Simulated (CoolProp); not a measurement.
Properties of CHF3 (R23) along the isotherm 44.15 °C (Tc = 26.1 °C, pc = 4.832 MPa, ω = 0.263).

Computed with CoolProp (reference Helmholtz-energy equation of state, Penoncello 2003).

| p (MPa) | phase | density (kg/m³) | expansivity (1/kK) |
|---|---|---|---|
| 0.00764 | gas | 0.2029 | 3.157 |
| 0.0112 | gas | 0.2974 | 3.159 |
| 0.0165 | gas | 0.4383 | 3.163 |
| 0.0242 | gas | 0.6432 | 3.168 |
| 0.0355 | gas | 0.9442 | 3.176 |
| 0.052 | gas | 1.384 | 3.187 |
| 0.0764 | gas | 2.037 | 3.203 |
| 0.112 | gas | 2.993 | 3.228 |
| 0.165 | gas | 4.424 | 3.265 |
| 0.242 | gas | 6.520 | 3.320 |
| 0.355 | gas | 9.633 | 3.403 |
| 0.52 | gas | 14.26 | 3.530 |
| 0.764 | gas | 21.30 | 3.731 |
| 1.12 | gas | 32.01 | 4.056 |
| 1.65 | gas | 49.06 | 4.624 |
| 2.42 | gas | 76.72 | 5.698 |
